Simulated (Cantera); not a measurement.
Equilibrium for aluminium and copper etching: Al + Br2

Feed: 1 mol Al, 6.1 mol Br2, held at 1323.15 K.

Equilibrium computed with Cantera from the NASA thermochemical tables; the gas is ideal and each condensed phase is pure. Candidate condensed phases: Al, AlBr3, Br2; 7 gas species. Kinetics and transport are ignored.

```csv
P (Pa),log p Br,log p Br2,log p AlBr3,log p AlBr
1,-5.05,-8.12,-6.01,-9.07
3.60,-4.49,-7.01,-5.45,-9.62
13,-3.94,-5.90,-4.89,-10.17
46,-3.40,-4.83,-4.33,-10.68
170,-2.87,-3.77,-3.74,-11.15
600,-2.41,-2.85,-3.14,-11.47
2200,-2.01,-2.04,-2.52,-11.65
7700,-1.67,-1.36,-1.93,-11.75
28000,-1.35,-0.72,-1.34,-11.79
100000,-1.05,-0.13,-0.77,-11.82
```
log p: log10 of the partial pressure in bar; nothing condenses.

From 1.00 Pa to 1.00 bar nothing is condensed. The main Al-bearing gas is AlBr3 throughout.
